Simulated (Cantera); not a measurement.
What does this Cantera script print?

```python
import numpy as np
import cantera as ct

gas_names = """
    B BH BH2 BH3 BN BO BO2 B2 B2O B2O2 B2O3 B3O3H3 H HBO HBO2 HNO HNO2 HNO3 HO2 H2 H2O H2O2 H3B3O6 N NH
    NH2 NH3 NH2OH NO NO2 NO3 N2 N2H2 N2H4 N2O O OH O2 O3
""".split()
cond_names = """
    B(b) B(L) BN(s) B2O3(L) B3O3H3(cr) H2O(s) H2O(L)
""".split()


def load(file, names, dense=False):
    # The tables refer to 1 bar. Condensed volumes are neglected.
    table = {s.name: s for s in ct.Species.list_from_file(file)}
    out = []
    for n in names:
        d = dict(table[n].input_data)
        d["thermo"] = dict(d["thermo"], **{"reference-pressure": 1e5})
        if dense:
            d["equation-of-state"] = {"model": "constant-volume", "density": "1e6 g/cm^3"}
        out.append(ct.Species.from_dict(d))
    return out


gas = ct.Solution(thermo="ideal-gas", species=load("nasa_gas.yaml", gas_names))
cond = {s.name: ct.Solution(thermo="fixed-stoichiometry", species=[s], name=s.name)
        for s in load("nasa_condensed.yaml", cond_names, dense=True)}
atoms = {
    'B': {'B': 1},
    'H2O': {'H': 2, 'O': 1},
    'N2': {'N': 2},
}
top_T = {'BN(s)': 3200}  # K; cautious upper limits of use, not melting points


def equilibrate(T, P, feed):
    n = {}
    for name, mol in feed.items():
        for a, k in atoms[name].items():
            n[a] = n.get(a, 0.0) + k * mol
    gas.TPX = T, P, n
    mass = sum(n.values()) * gas.mean_molecular_weight
    gas.equilibrate("TP")
    valid = [c for c in cond.values() if c.min_temp <= T <= top_T.get(c.name, c.max_temp)]
    mix = ct.Mixture([(gas, mass / gas.mean_molecular_weight)] + [(c, 0.0) for c in valid])
    mix.T, mix.P = T, P
    mix.equilibrate("TP", solver="vcs", rtol=1e-11, max_steps=5000)
    return mix


results = []
feed = {'B': 1, 'H2O': 0.19, 'N2': 8.8}  # mol
T = 2100  # K
for P in [10, 37, 140, 520, 1900, 7200, 27000, 100000]:
    mix = equilibrate(T, P, feed)
    results.append((T, P, feed, dict(zip(mix.species_names, mix.species_moles))))

top = {s: max(r[3][s] / sum(r[3][g] for g in gas_names) for r in results) for s in gas_names}
cols = sorted((s for s in top if top[s] > 1e-05), key=lambda s: -top[s])[:9]
seen = [c for c in cond_names if any(r[3].get(c, 0) > 1e-12 for r in results)]
print("log10 of partial pressures in bar; condensed amounts in mol")
print(f"{'P/Pa':>10s}" + "".join(f"{s[:9]:>10s}" for s in cols + seen))
for T, P, feed, n in results:
    ng = sum(n[g] for g in gas_names)
    print(f"{P:10.4g}" + "".join(f"{np.log10(max(n[s] / ng * P / 1e5, 1e-99)):10.3f}" for s in cols)
          + "".join(f"{n.get(c, 0):10.4g}" for c in seen))
```

Result:

```
log10 of partial pressures in bar; condensed amounts in mol
      P/Pa        N2         H        BO        H2         B       HBO      B2O2      B2O3      HBO2      B(b)     BN(s)
        10    -4.027    -5.583    -5.711    -6.153    -6.187    -7.403    -8.280   -12.521   -12.466    0.7451         0
        37    -3.454    -5.194    -5.157    -5.376    -6.187    -6.460    -7.171   -10.856   -10.968    0.7901         0
       140    -2.875    -4.840    -4.597    -4.667    -6.406    -5.546    -6.052    -8.959    -9.276         0    0.8056
       520    -2.303    -4.532    -4.111    -4.050    -6.692    -4.751    -5.079    -7.213    -7.709         0     0.809
      1900    -1.739    -4.241    -3.695    -3.470    -6.974    -4.045    -4.247    -5.684    -6.305         0    0.8108
      7200    -1.159    -3.948    -3.345    -2.882    -7.264    -3.402    -3.548    -4.345    -5.022         0    0.8166
   2.7e+04    -0.583    -3.655    -3.086    -2.298    -7.552    -2.851    -3.030    -3.281    -3.924         0    0.8308
     1e+05    -0.014    -3.365    -2.909    -1.718    -7.836    -2.383    -2.675    -2.464    -2.995         0    0.8488
```

Equilibrium computed with Cantera from the NASA thermochemical tables; the gas is ideal and each condensed phase is pure.
